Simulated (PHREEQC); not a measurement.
0.74 g of hydrous ferric oxide (600 m²/g; 0.2 weak and 0.005 strong sites per Fe, Dzombak-Morel constants, diffuse double layer) in 1 kg of water with 0.3 mol/kgw of an inert sodium salt and 0.32 mmol/kgw Na2HAsO4, at 25 °C; the pH is set by adding NaOH or the inert anion's acid. Oxygen is held at 0.21 atm. No CO2 enters from the air. Nothing may precipitate in this run.

Base run: PHREEQC, ion-association model, wateq4f.dat. Each further column changes one thing. The table gives surface charge σ (C/m²).

```tsv
pH	base	background salt from 0.3 to 0.03 mol/kgw	oxide from 0.74 to 3.7 g/kgw
3	0.293	0.261	0.353
3.75	0.271	0.214	?
4.5	0.229	0.151	?
5.25	0.170	0.086	0.226
6	0.099	?	0.141
6.75	0.040	0.015	?
7.5	-0.008	?	0.023
8.25	-0.058	?	-0.019
9	-0.118	-0.048	-0.065
```

Problem. What belongs in the gaps?

Solution. 
- 3.75, oxide from 0.74 to 3.7 g/kgw: 0.339
- 4.5, oxide from 0.74 to 3.7 g/kgw: 0.300
- 6, background salt from 0.3 to 0.03 mol/kgw: 0.041
- 6.75, oxide from 0.74 to 3.7 g/kgw: 0.072
- 7.5, background salt from 0.3 to 0.03 mol/kgw: -0.003
- 8.25, background salt from 0.3 to 0.03 mol/kgw: -0.022

The oxide is taken as insoluble; below pH 4 it would dissolve.
